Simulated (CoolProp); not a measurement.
Properties of ammonia along the isobar 16.3 MPa (Tc = 405.6 K, pc = 11.36 MPa, ω = 0.256).

Values from CoolProp's reference Helmholtz-energy equation of state, Gao 2020.

```
T (K)          phase  density (kg/m³)  cv (kJ/(kg K))  conductivity (mW/(m K))
-----  -------------  ---------------  --------------  -----------------------
235.6         liquid            694.4           2.939                      700
256.5         liquid            669.7               ?                      634
277.4         liquid            643.7           2.828                      571
298.3         liquid            616.1           2.785                      512
319.2         liquid            586.4           2.754                      457
340.1         liquid            553.6           2.733                        ?
361           liquid            516.3               ?                      353
381.8         liquid            471.5           2.732                      303
402.7         liquid            410.2           2.790                      255
423.6  supercritical            289.0           3.044                      193
444.5  supercritical            151.7           2.833                        ?
465.4  supercritical            116.2           2.572                     86.4
```

**Question.** Some entries are withheld; supply them.

**Answer.** 
- 256.5, cv (kJ/(kg K)): 2.883
- 340.1, conductivity (mW/(m K)): 404
- 361, cv (kJ/(kg K)): 2.723
- 444.5, conductivity (mW/(m K)): 110

Thermal conductivity comes from a separate model (Tufeu 1984).
